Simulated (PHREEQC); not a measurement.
A solution holds 0.019 mol HF, 0.00093 mol CsF and 0.18 mol H2SO4 per kg of water, at 5 °C. Closed to the air; pH follows from the charge balance.

Model: ion-association model, wateq4f.dat, run in PHREEQC.

| quantity | before | after |
|---|---|---|
| pH | 0.77 | 0.78 |
| ionic strength (mol/kgw) | 0.248 | 0.249 |
| HSO4- (mol/kgw) | 0.146 | 0.145 |
| SO4-2 (mol/kgw) | 0.0340 | 0.0345 |
| HF (mol/kgw) | 0.0167 | 0.0193 |
| H2F2 (mol/kgw) | 0.00153 | 0.00206 |

### Question
Name the change that produced these shifts.
A) HF from 0.019 to 0.0038 mol/kgw
B) temperature from 5 to 45 °C
C) HF from 0.019 to 0.0285 mol/kgw
D) CsF from 0.00093 to 0.00465 mol/kgw
E) H2SO4 from 0.18 to 0.09 mol/kgw

### Answer
D, CsF from 0.00093 to 0.00465 mol/kgw

This is a speciation only: nothing precipitates in the calculation. wateq4f.dat counts part of the HF as a dimer, H2F2, which phreeqc.dat doesn't know; its constant is uncertain. At this temperature some constants are extrapolated from 25 °C, and those without enthalpy data are left unchanged.
